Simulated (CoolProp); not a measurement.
Vapour-liquid equilibrium of R125 (1) + R245fa (2) at 297.6 K; x and y are mole fractions of (1).

Model: multi-fluid Helmholtz-energy mixture model, Lemmon 2005 and Akasaka 2015; pair parameters Bell 2016, in CoolProp.

```json
[
 {"x": "0.05", "bubble pressure (MPa)": "0.2078", "y at the bubble point": "0.318", "dew pressure at overall composition x (MPa)": "0.1528", "liquid density (mol/L)": "10.03"},
 {"x": "0.125", "bubble pressure (MPa)": "0.2981", "y at the bubble point": "0.546", "dew pressure at overall composition x (MPa)": "0.1651", "liquid density (mol/L)": "10.08"},
 {"x": "0.2", "bubble pressure (MPa)": "0.3856", "y at the bubble point": "0.667", "dew pressure at overall composition x (MPa)": "0.1795", "liquid density (mol/L)": "10.13"},
 {"x": "0.275", "bubble pressure (MPa)": "0.4712", "y at the bubble point": "0.743", "dew pressure at overall composition x (MPa)": "0.1965", "liquid density (mol/L)": "10.17"},
 {"x": "0.35", "bubble pressure (MPa)": "0.5557", "y at the bubble point": "0.796", "dew pressure at overall composition x (MPa)": "0.2171", "liquid density (mol/L)": "10.21"},
 {"x": "0.425", "bubble pressure (MPa)": "0.6398", "y at the bubble point": "0.836", "dew pressure at overall composition x (MPa)": "0.2423", "liquid density (mol/L)": "10.24"},
 {"x": "0.5", "bubble pressure (MPa)": "0.7242", "y at the bubble point": "0.868", "dew pressure at overall composition x (MPa)": "0.2741", "liquid density (mol/L)": "10.26"},
 {"x": "0.575", "bubble pressure (MPa)": "0.8097", "y at the bubble point": "0.894", "dew pressure at overall composition x (MPa)": "0.3152", "liquid density (mol/L)": "10.27"},
 {"x": "0.65", "bubble pressure (MPa)": "0.8970", "y at the bubble point": "0.917", "dew pressure at overall composition x (MPa)": "0.3703", "liquid density (mol/L)": "10.26"},
 {"x": "0.725", "bubble pressure (MPa)": "0.9869", "y at the bubble point": "0.937", "dew pressure at overall composition x (MPa)": "0.4475", "liquid density (mol/L)": "10.24"},
 {"x": "0.8", "bubble pressure (MPa)": "1.080", "y at the bubble point": "0.955", "dew pressure at overall composition x (MPa)": "0.5623", "liquid density (mol/L)": "10.20"},
 {"x": "0.875", "bubble pressure (MPa)": "1.179", "y at the bubble point": "0.972", "dew pressure at overall composition x (MPa)": "0.7449", "liquid density (mol/L)": "10.13"},
 {"x": "0.95", "bubble pressure (MPa)": "1.283", "y at the bubble point": "0.989", "dew pressure at overall composition x (MPa)": "1.052", "liquid density (mol/L)": "10.03"}
]
```

No azeotrope shows between x = 0.05 and 0.95.

Pair parameters are fitted to limited data, so mixtures are less certain than the pure fluids. The gap from Raoult's law changes sign with composition, which may be real or a fault of the pair parameters; it wasn't checked against measurements.
